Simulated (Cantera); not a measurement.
Dilute partial oxidation

An isothermal, constant-pressure homogeneous reactor starts with 1.63 % CH2O, 1.72 % O2, 95.8 % N2, 0.881 % CH4, at 1475 K and 300000 Pa.

Cantera simulation using GRI-Mech 3.0 (53 species, 325 reactions); the numbers are that mechanism's predictions, not measurements. The temperature is held fixed by assumption; the heat of reaction is taken as removed at once.

```csv
t (s),x CH2O,x O2,x C2H,x CH3,x O,x N2O,x HCO
4.00e-5,0.0124,0.0161,<1e-12,5.09e-5,1.50e-6,5.54e-9,2.24e-5
0.000132,0.000824,0.0123,2.76e-11,0.000155,3.57e-6,2.22e-8,1.44e-6
0.000435,7.88e-5,0.0102,5.02e-10,0.000146,3.73e-6,3.16e-8,1.72e-7
0.00143,1.62e-5,0.00319,3.33e-9,7.39e-5,3.43e-6,4.34e-8,7.96e-8
0.00473,1.14e-6,0.000456,5.17e-10,1.38e-5,1.66e-7,1.80e-8,2.82e-9
0.0156,1.88e-7,0.000110,1.33e-10,3.93e-6,1.12e-8,4.45e-9,5.06e-10
0.0514,4.57e-8,2.62e-5,4.44e-11,1.37e-6,9.35e-10,3.92e-10,1.61e-10
0.169,1.66e-8,3.23e-6,2.40e-11,7.50e-7,6.58e-11,1.83e-11,8.79e-11
0.558,1.20e-8,1.41e-8,2.11e-11,6.45e-7,1.87e-12,1.04e-12,7.86e-11
1.84,1.03e-8,<1e-12,2.00e-11,5.88e-7,1.43e-12,<1e-12,7.65e-11
6.07,8.98e-9,<1e-12,1.85e-11,5.20e-7,1.39e-12,<1e-12,7.68e-11
20.0,6.75e-9,<1e-12,1.34e-11,4.01e-7,1.41e-12,<1e-12,7.91e-11
```
x: mole fraction; the columns are a selection and need not sum to one.

Equilibrium at this temperature and pressure: CH2O 3.56e-10, O2 <1e-12, C2H <1e-12, CH3 <1e-12, O 1.46e-12, N2O <1e-12, HCO 8.62e-11 (gas phase only).
